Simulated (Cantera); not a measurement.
## NO annealing gas

An isothermal, constant-pressure homogeneous reactor starts with NO : N2 : H2O = 1 : 0.21 : 0.013 (molar parts), at 1775 K and 203 Torr.

Computed with Cantera and GRI-Mech 3.0 (53 species, 325 reactions).

```csv
t (s),x NO,x N2,x NO2,x O,x O2,x N2O
3.00e-6,0.818,0.172,1.20e-9,9.77e-8,1.46e-11,9.98e-8
8.68e-6,0.818,0.172,9.71e-9,2.72e-7,1.19e-10,2.89e-7
2.51e-5,0.818,0.172,7.57e-8,7.04e-7,9.40e-10,8.35e-7
7.27e-5,0.818,0.172,5.25e-7,1.52e-6,7.05e-9,2.41e-6
0.000211,0.818,0.172,2.87e-6,2.32e-6,5.26e-8,6.91e-6
0.000609,0.818,0.172,1.21e-5,2.98e-6,4.40e-7,1.95e-5
0.00176,0.818,0.172,4.34e-5,5.51e-6,5.45e-6,5.21e-5
0.00510,0.817,0.172,8.65e-5,9.63e-6,6.17e-5,0.000120
0.0148,0.817,0.172,0.000116,1.23e-5,0.000334,0.000203
0.0428,0.815,0.173,0.000145,1.47e-5,0.00127,0.000231
0.124,0.809,0.176,0.000195,1.86e-5,0.00404,0.000230
0.358,0.793,0.184,0.000285,2.59e-5,0.0120,0.000222
1.04,0.749,0.206,0.000424,3.84e-5,0.0338,0.000196
3.00,0.641,0.260,0.000570,5.80e-5,0.0879,0.000141
```
x: mole fraction; the columns are a selection and need not sum to one.

Equilibrium at this temperature and pressure: NO 0.00456, N2 0.578, NO2 8.71e-6, O 0.000118, O2 0.406, N2O 1.17e-7 (gas phase only).
